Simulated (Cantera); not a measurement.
Cantera run:

```python
import numpy as np
import cantera as ct

gas_names = [...]  # 113 gases of nasa_gas.yaml made of C, H, O, Ti
cond_names = """
    C(gr) C6H6(L) C7H8(L) C8H18(L),n-octa H2O(s) H2O(L) Ti(a) Ti(b) Ti(L) TiC(s) TiC(L) TiO(a) TiO(b)
    TiO(L) TiO2(ru) TiO2(L) Ti2O3(a) Ti2O3(b) Ti2O3(L) Ti3O5(a) Ti3O5(b) Ti3O5(L) Ti4O7(s) Ti4O7(L)
""".split()


# ... load() reads the species with a 1 bar reference pressure and builds the phases ...
atoms = {
    'TiO2': {'Ti': 1, 'O': 2},
    'CH4': {'C': 1, 'H': 4},
    'CO': {'C': 1, 'O': 1},
}
top_T = {'C(gr)': 4500}  # K; cautious upper limits of use, not melting points


# ... equilibrate(T, P, feed) seeds the gas with the atoms and calls Mixture.equilibrate('TP', solver="vcs", rtol=1e-11, max_steps=5000) ...
results = []
feed = {'TiO2': 1, 'CH4': 5.9, 'CO': 0.095}  # mol
P = 730  # Pa
for T in [1898, 1948, 1998, 2048, 2098, 2148, 2198, 2248, 2298, 2348, 2398, 2448]:
    mix = equilibrate(T, P, feed)
    results.append((T, P, feed, dict(zip(mix.species_names, mix.species_moles))))

top = {s: max(r[3][s] / sum(r[3][g] for g in gas_names) for r in results) for s in gas_names}
cols = sorted((s for s in top if top[s] > 0.0001), key=lambda s: -top[s])[:8]
seen = [c for c in cond_names if any(r[3].get(c, 0) > 1e-12 for r in results)]
print("log10 of partial pressures in bar; condensed amounts in mol")
print(f"{'T/K':>10s}" + "".join(f"{s[:9]:>10s}" for s in cols + seen))
for T, P, feed, n in results:
    ng = sum(n[g] for g in gas_names)
    print(f"{T:10.4g}" + "".join(f"{np.log10(max(n[s] / ng * P / 1e5, 1e-99)):10.3f}" for s in cols)
          + "".join(f"{n.get(c, 0):10.4g}" for c in seen))
```

Result:

```
log10 of partial pressures in bar; condensed amounts in mol
       T/K        H2         H        CO C2H2,acet        Ti       C2H     C(gr)    TiC(s)
      1898    -2.212    -4.213    -2.960    -5.636   -10.022    -9.524     2.891         1
      1948    -2.214    -4.054    -2.961    -5.482    -9.567    -9.129     2.887         1
      1998    -2.216    -3.903    -2.962    -5.336    -9.135    -8.754     2.882         1
      2048    -2.220    -3.760    -2.964    -5.199    -8.724    -8.398     2.876         1
      2098    -2.224    -3.624    -2.965    -5.069    -8.333    -8.059     2.867         1
      2148    -2.230    -3.495    -2.968    -4.948    -7.961    -7.738     2.856         1
      2198    -2.237    -3.373    -2.971    -4.833    -7.605    -7.432     2.842         1
      2248    -2.246    -3.257    -2.975    -4.726    -7.266    -7.141     2.825    0.9999
      2298    -2.258    -3.148    -2.980    -4.627    -6.942    -6.864     2.805    0.9998
      2348    -2.273    -3.045    -2.986    -4.535    -6.632    -6.601      2.78    0.9995
      2398    -2.291    -2.948    -2.993    -4.451    -6.336    -6.351     2.751     0.999
      2448    -2.312    -2.857    -3.002    -4.376    -6.051    -6.113     2.718    0.9981
```

These are equilibrium values from Cantera (NASA tables, ideal gas, pure condensed phases), not measurements of a reactor. TiC: taken at fixed stoichiometry.
